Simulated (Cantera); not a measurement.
**Thermodynamics of fluorocarbon and chlorocarbon gases, feed CH3F + CH4 + H2**

Feed: 1 mol CH3F, 0.031 mol CH4, 8.9 mol H2, at 1.40 Pa.

These are equilibrium values from Cantera (NASA tables, ideal gas, pure condensed phases), not measurements of a reactor. Candidate condensed phases: C, C6H6, C7H8, C8H18; 95 gas species. Rates play no part.

From 1648 K to 2248 K the condensed part is C(graphite). The main C-bearing gas is C2H2 (acetylene) at 1648 K and C3 at 2248 K. The share of C in condensed phases is highest at 1648 K (99.9 %) and lowest at 2248 K (94.8 %).

```
T (K)   x H2     x H    x HF  x C2H2 (acetylene)  n C(graphite)
-----  -----  ------  ------  ------------------  -------------
1648   0.887  0.0224  0.0902             3.97e-5           1.03
1748   0.855  0.0565  0.0886             9.65e-5           1.03
1848   0.788   0.126  0.0855            0.000203           1.03
1948   0.672   0.248  0.0799            0.000362           1.02
2048   0.503   0.424  0.0718            0.000527           1.02
2148   0.313   0.623  0.0627            0.000600           1.01
2248   0.159   0.784  0.0551            0.000528          0.978
```
x: gas mole fraction; n: condensed amount in mol.
